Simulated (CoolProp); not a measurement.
Vapour-liquid equilibrium of n-perfluorobutane (1) + R365MFC (2) at 0.632 bar; x and y are mole fractions of (1).

The numbers come from the multi-fluid Helmholtz-energy mixture model, Gao 2022 and Lemmon 2016; pair parameters Bell 2016 in CoolProp.

Q: Give the bubble temperature and the first vapour's composition at x = 0.35, 0.5, 0.95. Is there an azeotrope?

A: x = 0.35: 263.9 K, y = 0.846; x = 0.5: 263.1 K, y = 0.857; x = 0.95: 260.2 K, y = 0.965. No azeotrope shows between x = 0.05 and 0.95.

The pair parameters rest on a limited set of measurements; away from them the model extrapolates. With so large a gap from Raoult's law the liquid may split in two, which this calculation doesn't test in full.
